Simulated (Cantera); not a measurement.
A perfectly stirred reactor is fed with C₂H₄ : O₂ : N₂ : CO₂ = 1 : 1.88 : 7.05 : 0.58 (molar parts), equivalence ratio 1.6, at 7.01 atm; it is adiabatic with a 373 K inlet, and is followed from long to short residence time, starting on the burning branch (τ in s: 0.046, 0.018, 0.0073, 0.0029, 0.0012, 0.00046, 0.00018, 7.2e-05, 2.9e-05, 1.1e-05, 4.5e-06).

Detailed kinetics in Cantera: GRI-Mech 3.0 (53 species, 325 reactions). GRI-Mech 3.0 was tuned for natural gas; its chemistry of ethylene as a main component is partial and can be far from experiment.

Question: What does this change do: pressure from 7.01 atm to 2.96 atm?

Answer: 
```tsv
quantity	before	after
blow-out, bracketed by the residence times tried	burning at 29.0 µs, out at 11.0 µs	burning at 72.0 µs, out at 29.0 µs
x(C₂H₄) at τ = 46.0 ms	9.28e-6	8.31e-6
x(O₂) at τ = 46.0 ms	9.68e-5	0.000103
x(CO₂) at τ = 46.0 ms	0.0787	0.0781
x(H₂O) at τ = 46.0 ms	0.124	0.124
x(NO) at τ = 46.0 ms	5.98e-5	0.000115
x(C₂H₄) at τ = 0.460 ms	0.000293	0.000209
x(O₂) at τ = 0.460 ms	0.00275	0.00226
x(CO₂) at τ = 0.460 ms	0.0832	0.0793
x(H₂O) at τ = 0.460 ms	0.126	0.122
x(NO) at τ = 0.460 ms	8.42e-5	0.000163
```

Question: What does this change do: inlet temperature 373 to 425 K?

Answer: 
```tsv
quantity	before	after
blow-out, bracketed by the residence times tried	burning at 29.0 µs, out at 11.0 µs	burning at 29.0 µs, out at 11.0 µs
x(C₂H₄) at τ = 46.0 ms	9.28e-6	6.49e-6
x(O₂) at τ = 46.0 ms	9.68e-5	7.47e-5
x(CO₂) at τ = 46.0 ms	0.0787	0.0777
x(H₂O) at τ = 46.0 ms	0.124	0.125
x(NO) at τ = 46.0 ms	5.98e-5	7.26e-5
x(C₂H₄) at τ = 0.460 ms	0.000293	0.000217
x(O₂) at τ = 0.460 ms	0.00275	0.00222
x(CO₂) at τ = 0.460 ms	0.0832	0.0814
x(H₂O) at τ = 0.460 ms	0.126	0.126
x(NO) at τ = 0.460 ms	8.42e-5	0.000120
```
